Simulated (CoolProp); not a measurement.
A Linde-Hampson liquefier for ethane: isothermal reversible compression at 320 K from 1 atm to 30 MPa, throttling to 1 atm, return gas leaving the recuperator 5 K below the feed. Each further row changes one setting.

Model: reference Helmholtz-energy equation of state, Bücker 2006, in CoolProp.

```
case                        liquid yield per pass  compression work (kJ/kg of gas)
--------------------------  ---------------------  -------------------------------
as stated                                   0.460                              390
high pressure 60 MPa                          [?]                              457
warm-end temperature 350 K                    [?]                              457
warm-end gap 10 K                             [?]                              390
```

Question: Some entries are withheld; supply them.

Answer: 
- high pressure 60 MPa, liquid yield per pass: 0.431
- warm-end temperature 350 K, liquid yield per pass: 0.385
- warm-end gap 10 K, liquid yield per pass: 0.453
